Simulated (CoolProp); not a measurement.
Vapour pressure (kPa) of diethyl ether: the reference equation beside estimates from Tc = 467.9 K, pc = 3717 kPa, ω = 0.282. Clausius-Clapeyron is anchored at 352.6 K with a constant enthalpy of vaporisation of 23.32 kJ/mol.

Model: reference Helmholtz-energy equation of state, Thol 2014, in CoolProp.

```
T (K)  reference  Lee-Kesler  Clausius-Clapeyron  van der Waals  Redlich-Kwong  Soave-Redlich-Kwong
-----  ---------  ----------  ------------------  -------------  -------------  -------------------
331.2      218.7       217.4               237.3          788.6          356.8                217.3
336.5      255.5       254.4               271.2          854.1          406.6                254.2
341.9      297.7       296.7               309.3          924.4          462.3                296.6
347.3      345.0       344.2               351.4          998.3          523.1                344.3
352.6      396.8       396.2               396.8           1074          588.1                396.5
358        455.3       455.0               447.3           1156          660.0                455.7
363.4      520.1       520.0               502.6           1241          737.8                521.3
368.7      590.2       590.4               561.5           1328          820.2                592.4
374.1      668.6       669.0               626.7           1421          910.4                672.1
379.5      754.5       755.2               697.3           1518           1007                759.6
384.9      848.4       849.3               773.5           1619           1111                855.3
```

Absolute difference from the reference over all 11 rows, mean and median: Lee-Kesler 0.2 and 0.1 %, Clausius-Clapeyron 4.8 and 4.9 %, van der Waals 162.5 and 153.9 %, Redlich-Kwong 45.8 and 45.0 %, Soave-Redlich-Kwong 0.4 and 0.4 %.
